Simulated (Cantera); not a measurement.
## Fe2O3 + Cl2 + O2 (oxide etching and cleaning by halides)

Feed: 1 mol Fe2O3, a varied amount of Cl2, 0.38 mol O2, at 1400 K and 0.00100 bar.

These are equilibrium values from Cantera (NASA tables, ideal gas, pure condensed phases), not measurements of a reactor. Candidate condensed phases: Fe, FeCl2, FeCl3, FeO, Fe2O3, Fe3O4; 13 gas species. Kinetics and transport are ignored.

At 2.2 mol Cl2 the condensed part is Fe2O3(s). From 3.5 mol Cl2 to 15 mol Cl2 nothing is condensed. The main Fe-bearing gas is FeCl2 throughout.

| n(Cl2) (mol) | log p Cl | log p FeCl2 | log p O2 | log p Cl2 | log p FeCl3 | log p ClO | log p O | log p Fe2Cl4 | n Fe2O3(s) |
|---|---|---|---|---|---|---|---|---|---|
| 2.2 | -3.93 | -3.37 | -3.37 | -4.76 | -4.94 | -7.16 | -7.71 | -7.79 | 0.0731 |
| 3.5 | -3.56 | -3.52 | -3.52 | -4.02 | -4.72 | -6.87 | -7.78 | -8.09 | 0 |
| 4.8 | -3.45 | -3.64 | -3.63 | -3.80 | -4.73 | -6.81 | -7.84 | -8.33 | 0 |
| 6 | -3.40 | -3.73 | -3.72 | -3.70 | -4.77 | -6.80 | -7.88 | -8.51 | 0 |
| 7.3 | -3.36 | -3.80 | -3.79 | -3.63 | -4.82 | -6.81 | -7.92 | -8.66 | 0 |
| 8.6 | -3.34 | -3.87 | -3.85 | -3.59 | -4.86 | -6.82 | -7.95 | -8.80 | 0 |
| 9.8 | -3.33 | -3.92 | -3.91 | -3.56 | -4.90 | -6.83 | -7.98 | -8.90 | 0 |
| 11 | -3.32 | -3.97 | -3.95 | -3.54 | -4.94 | -6.84 | -8.00 | -9.00 | 0 |
| 12 | -3.31 | -4.01 | -3.99 | -3.53 | -4.97 | -6.85 | -8.02 | -9.07 | 0 |
| 14 | -3.30 | -4.07 | -4.05 | -3.50 | -5.02 | -6.87 | -8.05 | -9.19 | 0 |
| 15 | -3.29 | -4.10 | -4.08 | -3.50 | -5.04 | -6.88 | -8.06 | -9.25 | 0 |
log p: log10 of the partial pressure in bar; n: condensed amount in mol.
